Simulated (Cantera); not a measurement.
Cantera with NASA thermochemical tables; ideal gases at 1 bar, condensed phases pure. Values are per mole of reaction as written; species without (g) are pure solids or liquids, kept so even where they would boil at 1 bar.

2 V₂O₃ + 2 OH(g) → H₂(g) + 2 V₂O₄, with ΔH° = -495.5 kJ and ΔS° = -226.2 J/K at 300 K.

**Question.** How far is the shortcut ΔG° ≈ ΔH°(300 K) − T·ΔS°(300 K) from the full temperature-dependent value at 2623, 2648, 2673, 2698, 2723, 2748, 2773, 2798, 2823, 2848, 2873 K?

**Answer.** 
```json
[
 {"T (K)": "2623", "shortcut (kJ)": "97.7", "full (kJ)": "-128.6", "difference (kJ)": "226.3", "difference in log10 K": "-4.51", "condensed phases": "V₂O₃(l), V₂O₄(l)"},
 {"T (K)": "2648", "shortcut (kJ)": "103.4", "full (kJ)": "-125.7", "difference (kJ)": "229.1", "difference in log10 K": "-4.52", "condensed phases": "V₂O₃(l), V₂O₄(l)"},
 {"T (K)": "2673", "shortcut (kJ)": "109.0", "full (kJ)": "-122.9", "difference (kJ)": "231.9", "difference in log10 K": "-4.53", "condensed phases": "V₂O₃(l), V₂O₄(l)"},
 {"T (K)": "2698", "shortcut (kJ)": "114.7", "full (kJ)": "-120.1", "difference (kJ)": "234.7", "difference in log10 K": "-4.54", "condensed phases": "V₂O₃(l), V₂O₄(l)"},
 {"T (K)": "2723", "shortcut (kJ)": "120.3", "full (kJ)": "-117.3", "difference (kJ)": "237.6", "difference in log10 K": "-4.56", "condensed phases": "V₂O₃(l), V₂O₄(l)"},
 {"T (K)": "2748", "shortcut (kJ)": "126.0", "full (kJ)": "-114.5", "difference (kJ)": "240.5", "difference in log10 K": "-4.57", "condensed phases": "V₂O₃(l), V₂O₄(l)"},
 {"T (K)": "2773", "shortcut (kJ)": "131.6", "full (kJ)": "-111.7", "difference (kJ)": "243.3", "difference in log10 K": "-4.58", "condensed phases": "V₂O₃(l), V₂O₄(l)"},
 {"T (K)": "2798", "shortcut (kJ)": "137.3", "full (kJ)": "-109.0", "difference (kJ)": "246.2", "difference in log10 K": "-4.60", "condensed phases": "V₂O₃(l), V₂O₄(l)"},
 {"T (K)": "2823", "shortcut (kJ)": "142.9", "full (kJ)": "-106.2", "difference (kJ)": "249.1", "difference in log10 K": "-4.61", "condensed phases": "V₂O₃(l), V₂O₄(l)"},
 {"T (K)": "2848", "shortcut (kJ)": "148.6", "full (kJ)": "-103.5", "difference (kJ)": "252.1", "difference in log10 K": "-4.62", "condensed phases": "V₂O₃(l), V₂O₄(l)"},
 {"T (K)": "2873", "shortcut (kJ)": "154.2", "full (kJ)": "-100.8", "difference (kJ)": "255.0", "difference in log10 K": "-4.64", "condensed phases": "V₂O₃(l), V₂O₄(l)"}
]
```
The shortcut ignores heat capacities and the phase changes listed.
